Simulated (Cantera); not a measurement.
A closed system holds: 1 mol SiH₂Cl₂, 1.1 mol C₂H₄, 14 mol H₂, 0.45 mol HCl, at 2.70 Torr.

These are equilibrium values from Cantera (NASA tables, ideal gas, pure condensed phases), not measurements of a reactor. Candidate condensed phases: C, C₆H₆, C₇H₈, C₈H₁₈, Si, SiC; 109 gas species. The tables' values for SiCl are old estimates; treat these amounts as uncertain. Gases not in the tables: Si₂H₆ and higher silanes. Equilibrium is a limit: real reactors are often held back by kinetics, nucleation or transport.

log p: log10 of the partial pressure in bar; n: condensed amount in mol.

```json
[
 {"T (°C)": "1627", "log p H₂": "-2.51", "log p HCl": "-3.35", "log p H": "-4.36", "log p Si": "-6.33", "n C(graphite)": "1.23", "n SiC(s)": "0.962"},
 {"T (°C)": "1652", "log p H₂": "-2.51", "log p HCl": "-3.35", "log p H": "-4.28", "log p Si": "-6.15", "n C(graphite)": "1.23", "n SiC(s)": "0.958"},
 {"T (°C)": "1677", "log p H₂": "-2.51", "log p HCl": "-3.35", "log p H": "-4.20", "log p Si": "-5.97", "n C(graphite)": "1.23", "n SiC(s)": "0.953"},
 {"T (°C)": "1702", "log p H₂": "-2.51", "log p HCl": "-3.35", "log p H": "-4.12", "log p Si": "-5.79", "n C(graphite)": "1.23", "n SiC(s)": "0.947"},
 {"T (°C)": "1727", "log p H₂": "-2.52", "log p HCl": "-3.36", "log p H": "-4.05", "log p Si": "-5.62", "n C(graphite)": "1.23", "n SiC(s)": "0.939"},
 {"T (°C)": "1752", "log p H₂": "-2.52", "log p HCl": "-3.36", "log p H": "-3.97", "log p Si": "-5.46", "n C(graphite)": "1.24", "n SiC(s)": "0.929"},
 {"T (°C)": "1777", "log p H₂": "-2.52", "log p HCl": "-3.37", "log p H": "-3.90", "log p Si": "-5.29", "n C(graphite)": "1.25", "n SiC(s)": "0.915"},
 {"T (°C)": "1802", "log p H₂": "-2.52", "log p HCl": "-3.37", "log p H": "-3.84", "log p Si": "-5.14", "n C(graphite)": "1.26", "n SiC(s)": "0.898"},
 {"T (°C)": "1827", "log p H₂": "-2.53", "log p HCl": "-3.38", "log p H": "-3.77", "log p Si": "-4.98", "n C(graphite)": "1.27", "n SiC(s)": "0.873"},
 {"T (°C)": "1852", "log p H₂": "-2.53", "log p HCl": "-3.38", "log p H": "___", "log p Si": "___", "n C(graphite)": "1.29", "n SiC(s)": "0.840"},
 {"T (°C)": "1877", "log p H₂": "-2.54", "log p HCl": "-3.39", "log p H": "___", "log p Si": "___", "n C(graphite)": "1.32", "n SiC(s)": "0.795"},
 {"T (°C)": "1902", "log p H₂": "-2.54", "log p HCl": "-3.40", "log p H": "-3.58", "log p Si": "-4.54", "n C(graphite)": "1.36", "n SiC(s)": "0.733"},
 {"T (°C)": "1927", "log p H₂": "-2.55", "log p HCl": "-3.41", "log p H": "-3.52", "log p Si": "-4.40", "n C(graphite)": "1.42", "n SiC(s)": "0.648"},
 {"T (°C)": "1952", "log p H₂": "-2.56", "log p HCl": "-3.42", "log p H": "-3.47", "log p Si": "-4.27", "n C(graphite)": "1.49", "n SiC(s)": "0.531"}
]
```

### Question
Complete the blanks.

### Answer

- 1877, log p H: -3.64
- 1877, log p Si: -4.69
- 1852, log p H: -3.71
- 1852, log p Si: -4.83
